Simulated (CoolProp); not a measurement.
The numbers come from the reference Helmholtz-energy equation of state, Span 1996 in CoolProp.

**Question.** Give the vapour pressure (MPa), enthalpy of vaporisation (kJ/kg), vapour Z, surface tension (mN/m) of saturated carbon dioxide at -10.55 °C.

**Answer.** 
```
T (°C)  p (MPa)  enthalpy of vaporisation (kJ/kg)  vapour Z  surface tension (mN/m)
------  -------  --------------------------------  --------  ----------------------
-10.55     2.61                               260     0.751                    6.47
```

Surface tension comes from a separate correlation (Mulero 2012).
